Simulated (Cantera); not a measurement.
A closed system holds: 1 mol SiC, 1.8 mol H2O, 8.3 mol H2, a varied amount of O2, held at 1648.15 K and 0.0160 bar.

Cantera equilibrium calculation (NASA polynomials, part measured and part estimated; ideal gas, pure solids and liquids). Candidate condensed phases: C, C6H6, C7H8, C8H18, H2O, Si, SiC, SiO2; 123 gas species. The tables hold silica as quartz up to 1696 K and as liquid above; real silica turns to tridymite and cristobalite and melts near 1996 K. The numbers say what is thermodynamically allowed, not how fast it happens.

Problem. Which condensed phases are stable at each of these points (n(O2) (mol)): 0.057, 0.079, 0.11, 0.15, 0.21, 0.29, 0.4?

Solution. 
```
n(O2) (mol)  condensed phases  Si condensed (%)
-----------  ----------------  ----------------
0.057                  SiC(s)               4.3
0.079                  SiC(s)               2.1
0.11           SiO2(β-quartz)               1.9
0.15           SiO2(β-quartz)               9.9
0.21           SiO2(β-quartz)              21.9
0.29           SiO2(β-quartz)              37.9
0.4            SiO2(β-quartz)              59.8
```

From 0.057 mol O2 to 0.079 mol O2 the condensed part is SiC(s). From 0.11 mol O2 to 0.4 mol O2 the condensed part is SiO2(β-quartz).
